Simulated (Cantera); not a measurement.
Cantera run:

```python
import numpy as np
import cantera as ct

gas_names = """
    C CH CH2 CH3 CH2OH CH3O CH4 CH3OH CN CO CO2 COOH C2 C2H CHCO,ketyl C2H2,acetylene C2H2,vinylidene
    CH2CO,ketene C2H3,vinyl CH3CN CH3CO,acetyl C2H4 C2H4O,ethylen CH3CHO,ethanal CH3COOH (HCOOH)2 C2H5
    C2H6 CH3OCH3 C2H5OH CCN CNC C2N2 C2O C3 C3H3,propargyl C3H4,allene C3H4,propyne C3H4,cyclo-
    C3H5,allyl C3H6,propylene C3H6,cyclo- C3H6O C3H7,n-propyl C3H7,i-propyl C3H8 C3H8O,1propanol
    C3H8O,2propanol C3O2 C4 C4H2 C4H4,1,3-cyclo- C4H6,butadiene C4H6,2-butyne C4H6,cyclo- C4H8,1-butene
    C4H8,cis2-buten C4H8,tr2-butene C4H8,isobutene C4H8,cyclo- (CH3COOH)2 C4H9,n-butyl C4H9,i-butyl
    C4H9,s-butyl C4H9,t-butyl C4H10,isobutane C4H10,n-butane C4N2 C5 C5H6,1,3cyclo- C5H8,cyclo-
    C5H10,1-pentene C5H10,cyclo- C5H11,pentyl C5H11,t-pentyl C5H12,n-pentane C5H12,i-pentane
    CH3C(CH3)2CH3 C6H2 C6H5,phenyl C6H5O,phenoxy C6H6 C6H5OH,phenol C6H10,cyclo- C6H12,1-hexene
    C6H12,cyclo- C6H13,n-hexyl C7H7,benzyl C7H8 C7H8O,cresol C7H14,1-heptene C7H15,n-heptyl
    C7H16,n-heptane C8H8,styrene C8H10,ethylbenz C8H16,1-octene C8H17,n-octyl C8H18,isooctane
    C8H18,n-octane C9H19,n-nonyl C10H8,naphthale C10H21,n-decyl C12H9,o-bipheny C12H10,bipheny H HCN HCO
    HCCN HNC HNCO HNO HNO2 HNO3 HO2 H2 HCHO,formaldehy HCOOH H2O H2O2 N NCO NH NH2 NH3 NH2OH NO NO2 NO3
    N2 N2H2 N2H4 N2O O OH O2 O3
""".split()
cond_names = """
    C(gr) C6H6(L) C7H8(L) C8H18(L),n-octa H2O(s) H2O(L)
""".split()


def load(file, names, dense=False):
    # The tables refer to 1 bar. Condensed volumes are neglected.
    table = {s.name: s for s in ct.Species.list_from_file(file)}
    out = []
    for n in names:
        d = dict(table[n].input_data)
        d["thermo"] = dict(d["thermo"], **{"reference-pressure": 1e5})
        if dense:
            d["equation-of-state"] = {"model": "constant-volume", "density": "1e6 g/cm^3"}
        out.append(ct.Species.from_dict(d))
    return out


gas = ct.Solution(thermo="ideal-gas", species=load("nasa_gas.yaml", gas_names))
cond = {s.name: ct.Solution(thermo="fixed-stoichiometry", species=[s], name=s.name)
        for s in load("nasa_condensed.yaml", cond_names, dense=True)}
atoms = {
    'C6H6': {'C': 6, 'H': 6},
    'H2O': {'H': 2, 'O': 1},
    'N2': {'N': 2},
    'H2': {'H': 2},
}
top_T = {'C(gr)': 4500}  # K; cautious upper limits of use, not melting points


def equilibrate(T, P, feed):
    n = {}
    for name, mol in feed.items():
        for a, k in atoms[name].items():
            n[a] = n.get(a, 0.0) + k * mol
    gas.TPX = T, P, n
    mass = sum(n.values()) * gas.mean_molecular_weight
    gas.equilibrate("TP")
    valid = [c for c in cond.values() if c.min_temp <= T <= top_T.get(c.name, c.max_temp)]
    mix = ct.Mixture([(gas, mass / gas.mean_molecular_weight)] + [(c, 0.0) for c in valid])
    mix.T, mix.P = T, P
    mix.equilibrate("TP", solver="vcs", rtol=1e-11, max_steps=5000)
    return mix


results = []
feed = {'C6H6': 1, 'H2O': 0.12, 'N2': 5.7, 'H2': 1.5}  # mol
T = 1648  # K
P = 350  # Pa
mix = equilibrate(T, P, feed)
results.append((T, P, feed, dict(zip(mix.species_names, mix.species_moles))))
print(gas.report(threshold=0.001))
for i in range(1, mix.n_phases):
    print(f"{mix.phase(i).name:16s} {mix.phase_moles(i):12.5e} mol")
```

Result:

```
       temperature   1648 K
          pressure   350 Pa
           density   0.00042192 kg/m^3
  mean mol. weight   16.518 kg/kmol
   phase of matter   gas

                          1 kg             1 kmol
                     ---------------   ---------------
          enthalpy         2.522e+06        4.1659e+07  J
   internal energy        1.6925e+06        2.7957e+07  J
           entropy             16385        2.7064e+05  J/K
    Gibbs function        -2.448e+07       -4.0436e+08  J
 heat capacity c_p              2072             34225  J/K
 heat capacity c_v            1568.7             25911  J/K

                      mass frac. Y      mole frac. X     chem. pot. / RT
                     ---------------   ---------------   ---------------
                CO          0.019482          0.011489           -45.249
               HCN         0.0021907         0.0013389           -31.331
                H2          0.053836            0.4411           -25.355
                N2           0.92434           0.54502           -32.568
     [ +132 minor]        0.00015042         0.0010555

C(gr)             5.86523e+00 mol
```

Equilibrium computed with Cantera from the NASA thermochemical tables; the gas is ideal and each condensed phase is pure.
